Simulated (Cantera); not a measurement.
A perfectly stirred reactor is fed with C2H6 : N2 = 1 : 46 (molar parts), at 110000 Pa; it is held at 1825 K, and followed from long to short residence time.

Computed with Cantera and GRI-Mech 3.0 (53 species, 325 reactions). GRI-Mech 3.0 stops at C3 and has no aromatics, soot or wall deposition, so with more carbon than oxygen in the feed, carbon stays in small species such as C2H2 where larger ones or solid carbon would form.

Q: What does this change do: pressure from 110000 Pa to 180000 Pa?

A: 
```tsv
quantity	before	after
x(C2H6) at τ = 3.90 s	1.47e-7	1.25e-7
x(CH2) at τ = 3.90 s	5.72e-8	3.46e-8
x(C2H2) at τ = 3.90 s	0.0200	0.0200
x(C2H) at τ = 3.90 s	4.27e-7	3.29e-7
x(C2H4) at τ = 3.90 s	1.82e-5	2.90e-5
x(C2H6) at τ = 98.0 ms	5.23e-6	4.52e-6
x(CH2) at τ = 98.0 ms	4.08e-7	2.34e-7
x(C2H2) at τ = 98.0 ms	0.0191	0.0191
x(C2H) at τ = 98.0 ms	5.30e-7	3.81e-7
x(C2H4) at τ = 98.0 ms	4.64e-5	5.10e-5
```

Q: What does this change do: N2 46 to 31 parts?

A: 
```tsv
quantity	before	after
x(C2H6) at τ = 3.90 s	1.47e-7	2.02e-7
x(CH2) at τ = 3.90 s	5.72e-8	5.69e-8
x(C2H2) at τ = 3.90 s	0.0200	0.0289
x(C2H) at τ = 3.90 s	4.27e-7	5.11e-7
x(C2H4) at τ = 3.90 s	1.82e-5	3.71e-5
x(C2H6) at τ = 98.0 ms	5.23e-6	7.14e-6
x(CH2) at τ = 98.0 ms	4.08e-7	4.01e-7
x(C2H2) at τ = 98.0 ms	0.0191	0.0276
x(C2H) at τ = 98.0 ms	5.30e-7	6.25e-7
x(C2H4) at τ = 98.0 ms	4.64e-5	7.27e-5
```
